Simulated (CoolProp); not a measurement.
Vapour-liquid equilibrium of ethylbenzene (1) + m-xylene (2) at 0.22 MPa; x and y are mole fractions of (1).

Computed with CoolProp (multi-fluid Helmholtz-energy mixture model, Zhou 2012 and Zhou 2012; pair parameters Bell 2016).

```tsv
x	bubble temperature (K)	y at the bubble point	dew temperature at overall composition x (K)	liquid density (mol/L)
0.05	443.5	0.053	443.5	6.810
0.2	443.0	0.211	443.0	6.816
0.35	442.5	0.365	442.5	6.822
0.5	442.0	0.515	442.1	6.829
0.65	441.6	0.663	441.7	6.837
0.8	441.2	0.808	441.3	6.845
0.95	440.9	0.952	440.9	6.854
```

No azeotrope shows between x = 0.05 and 0.95.

The pair parameters rest on a limited set of measurements; away from them the model extrapolates.
